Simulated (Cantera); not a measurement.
Thermodynamics of hydrogen reduction and annealing atmospheres, feed CuO + H2 + H2O

Input: 1 mol CuO, 4.6 mol H2, 1.6 mol H2O, equilibrated at 21.0 mbar.

Cantera equilibrium calculation (NASA polynomials, part measured and part estimated; ideal gas, pure solids and liquids). Candidate condensed phases: Cu, CuO, Cu(OH)2, Cu2O, H2O; 12 gas species. Equilibrium is a limit: real reactors are often held back by kinetics, nucleation or transport.

```csv
T (°C),x H2,x H2O,x Cu,x H,x OH,x Cu2,x O,x O2,n Cu(s),n Cu(l)
650,0.581,0.419,2.61e-11,1.29e-9,1.08e-12,<1e-12,<1e-12,<1e-12,1.00,0
750,0.581,0.419,1.83e-9,2.18e-8,4.14e-11,<1e-12,<1e-12,<1e-12,1.00,0
850,0.581,0.419,5.97e-8,2.24e-7,8.32e-10,<1e-12,<1e-12,<1e-12,1.00,0
950,0.581,0.419,1.09e-6,1.58e-6,1.03e-8,4.03e-11,<1e-12,<1e-12,1.000,0
1050,0.581,0.419,1.28e-5,8.34e-6,8.71e-8,1.31e-9,1.19e-12,<1e-12,1.000,0
1150,0.581,0.419,9.96e-5,3.49e-5,5.47e-7,2.30e-8,2.96e-11,1.01e-11,0,0.999
1250,0.580,0.419,0.000573,0.000121,2.70e-6,2.60e-7,4.86e-10,1.63e-10,0,0.996
1350,0.579,0.418,0.00264,0.000363,1.10e-5,2.15e-6,5.67e-9,1.86e-9,0,0.984
1450,0.574,0.415,0.0102,0.000953,3.78e-5,1.37e-5,4.98e-8,1.61e-8,0,0.936
1550,0.559,0.405,0.0335,0.00224,0.000113,7.09e-5,3.46e-7,1.10e-7,0,0.784
1650,0.520,0.377,0.0973,0.00469,0.000293,0.000306,1.97e-6,6.21e-7,0,0.325
1750,0.493,0.359,0.138,0.00921,0.000697,0.000334,9.45e-6,2.95e-6,0,0
1850,0.488,0.356,0.137,0.0173,0.00156,0.000192,3.93e-5,1.22e-5,0,0
1950,0.478,0.351,0.136,0.0306,0.00325,0.000115,0.000144,4.45e-5,0,0
```
x: gas mole fraction; n: condensed amount in mol.

From 650 °C to 1050 °C the condensed part is Cu(s). From 1150 °C to 1650 °C the condensed part is Cu(l). From 1750 °C to 1950 °C nothing is condensed.
